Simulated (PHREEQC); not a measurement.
0.02 g of hydrous ferric oxide (600 m²/g; 0.2 weak and 0.005 strong sites per Fe, Dzombak-Morel constants, diffuse double layer) in 1 kg of water with 0.005 mol/kgw of an inert sodium salt and 9.1e-08 mol/kgw NiCl2, at 25 °C; the pH is set by adding NaOH or the inert anion's acid. Oxygen is held at 0.21 atm. CO2 from the air is kept out. Precipitation was switched off in this run.

The series has 17 steps of pH, from 3 to 9.

All values are PHREEQC results (ion-association model, wateq4f.dat), not measurements.

Problem. Near which pH is half of the Ni sorbed, and on which side is more sorbed?

Solution. Near pH 6.9, with more sorbed at higher pH.

The oxide is taken as insoluble; below pH 4 it would dissolve.
